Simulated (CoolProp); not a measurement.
Vapour-liquid equilibrium of p-xylene (1) + n-undecane (2) at 0.415 MPa; x and y are mole fractions of (1).

Computed with CoolProp (multi-fluid Helmholtz-energy mixture model, Zhou 2012 and Aleksandrov 2011; pair parameters Bell 2016).

Give the bubble temperature and the first vapour's composition at x = 0.15, 0.35, 0.85. Is there an azeotrope?

x = 0.15: 251.0 °C, y = 0.293; x = 0.35: 236.1 °C, y = 0.579; x = 0.85: 206.9 °C, y = 0.947. No azeotrope shows between x = 0.05 and 0.95.

The pair parameters rest on a limited set of measurements; away from them the model extrapolates.
